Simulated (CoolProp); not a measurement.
R245ca along the isotherm 450 K: density (kg/m³) from the reference equation and from simpler models built on Tc = 447.6 K, pc = 3.941 MPa, ω = 0.355; each cubic takes its own stable root.

Values from CoolProp's reference Helmholtz-energy equation of state, Zhou 2016.

```csv
p (MPa),phase,reference
0.0316,gas,1.135
0.0649,gas,2.339
0.133,gas,4.822
0.274,gas,10.06
0.562,gas,21.21
1.15,gas,46.15
2.37,gas,112.4
4.87,supercritical,796.4
10,supercritical,971.3
```

**Question.** How far does each simpler model (ideal gas, van der Waals, Redlich-Kwong, Soave-Redlich-Kwong, Peng-Robinson) lie from the reference over these 9 states: mean and median of the absolute difference, and the worst?

**Answer.** 
- ideal gas: mean 20.7 %, median 5.1 %, worst -78.1 % at 450 K and 4.87 MPa
- van der Waals: mean 7.3 %, median 0.8 %, worst -30.4 % at 450 K and 4.87 MPa
- Redlich-Kwong: mean 3.5 %, median 0.1 %, worst -18.2 % at 450 K and 4.87 MPa
- Soave-Redlich-Kwong: mean 3.6 %, median 0.1 %, worst -19.1 % at 450 K and 4.87 MPa
- Peng-Robinson: mean 1.8 %, median 0.4 %, worst -10.8 % at 450 K and 4.87 MPa
